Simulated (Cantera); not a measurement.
A freely propagating, adiabatic, planar premixed flame of 6.82 % CH4, 0.682 % C2H6, 19.1 % O2, 68.8 % N2, 4.57 % H2O, unburnt at 425 K and 250000 Pa; multicomponent+Soret transport, grid criteria slope 0.08 and curve 0.16, no radiation.

Cantera simulation using GRI-Mech 3.0 (53 species, 325 reactions); the numbers are that mechanism's predictions, not measurements. Burning velocities carry a grid error of a few per cent, more on coarse grids.

x: mole fraction of selected species; z is measured from the peak of heat release.

```tsv
z (mm)	T (K)	u (m/s)	x CH4	x C2H6	x O2	x C2H2	x H2	x CH3
-0.732	426	0.368	0.0681	0.00681	0.191	<1e-8	0.000387	<1e-8
-0.488	429	0.371	0.0677	0.00681	0.191	[?]	[?]	<1e-8
-0.366	441	0.382	0.0667	0.00681	0.190	3.73e-7	0.00166	<1e-8
-0.244	[?]	0.456	0.0617	0.00666	0.185	[?]	[?]	[?]
-0.122	936	0.820	0.0423	0.00468	0.150	3.33e-5	0.00609	6.08e-5
-0.0610	1324	1.17	0.0231	0.00199	0.110	7.78e-5	0.00802	0.000624
0	1695	1.50	0.00455	9.45e-5	0.0674	0.000104	0.00817	0.000824
0.0610	1851	1.63	0.000166	8.01e-8	0.0464	7.03e-6	0.00564	5.05e-5
0.122	1918	1.68	3.33e-6	<1e-8	0.0402	1.01e-7	0.00447	1.19e-6
0.244	1993	1.74	<1e-8	<1e-8	0.0359	<1e-8	0.00332	<1e-8
0.488	2055	1.79	<1e-8	<1e-8	0.0332	<1e-8	0.00192	<1e-8
0.975	2092	1.82	<1e-8	<1e-8	0.0318	<1e-8	0.000925	<1e-8
1.95	2107	1.83	<1e-8	<1e-8	0.0313	<1e-8	0.000530	<1e-8
```

Problem. What belongs in the gaps?

Solution. 
- -0.488, x C2H2: 6.04e-8
- -0.488, x H2: 0.000947
- -0.244, T (K): 526
- -0.244, x C2H2: 3.73e-6
- -0.244, x H2: 0.00312
- -0.244, x CH3: 1.94e-7
